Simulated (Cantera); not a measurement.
A perfectly stirred reactor is fed with 0.963 % CH₂O, 2.70 % O₂, 96.3 % N₂, at 2.17 atm; it is held at 1375 K, and followed from long to short residence time.

Model: GRI-Mech 3.0 (53 species, 325 reactions), integrated in Cantera.

x: mole fraction; the columns are a selection and need not sum to one.

```csv
τ (s),x CH₂O,x O₂,x CH₂,x H,x N₂O
6.2,2.36e-7,0.0173,<1e-12,4.81e-8,…
2.4,4.55e-7,0.0173,<1e-12,1.16e-7,…
0.96,8.49e-7,0.0174,<1e-12,2.74e-7,…
0.37,1.60e-6,0.0174,<1e-12,6.73e-7,…
0.15,2.87e-6,0.0174,<1e-12,1.58e-6,1.64e-6
0.057,5.24e-6,0.0175,<1e-12,3.90e-6,1.58e-6
0.023,9.00e-6,0.0177,<1e-12,8.93e-6,…
0.0088,1.57e-5,0.0180,<1e-12,2.06e-5,…
0.0035,2.68e-5,0.0184,1.47e-12,4.26e-5,…
0.0014,4.81e-5,0.0191,7.34e-12,7.77e-5,…
0.00053,0.000107,0.0202,3.01e-11,0.000112,…
```

Some entries are withheld; supply them.


- 6.2, x N₂O: 4.84e-7
- 2.4, x N₂O: 7.74e-7
- 0.96, x N₂O: 1.13e-6
- 0.37, x N₂O: 1.47e-6
- 0.023, x N₂O: 1.38e-6
- 0.0088, x N₂O: 1.10e-6
- 0.0035, x N₂O: 8.29e-7
- 0.0014, x N₂O: 5.73e-7
- 0.00053, x N₂O: 3.07e-7
